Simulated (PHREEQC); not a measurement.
A PHREEQC speciation (ion-association model, phreeqc.dat) at 5 °C gives pH 1.53 and these molalities:

```tsv
species	mol/kgw
H+	0.0360
SO4-2	0.0305
HSO4-	0.0260
Cu+2	0.0254
CuSO4	0.0167
Mn+2	0.000146
MnSO4	6.42e-5
```

Problem. What are the element totals, and what could have been dissolved in 1 kg of water to give them?

Solution. Several could match; the one computed here: totals Cu(2) 0.0420, Mn(2) 0.000210, S(6) 0.0732 mol/kgw, from 0.031 mol/kgw H2SO4, 0.042 mol/kgw CuSO4 and 0.00021 mol/kgw MnSO4.

This is a speciation only: nothing precipitates in the calculation. Away from 25 °C the constants follow the database's enthalpies or fits; those with neither stay at their 25 °C values.
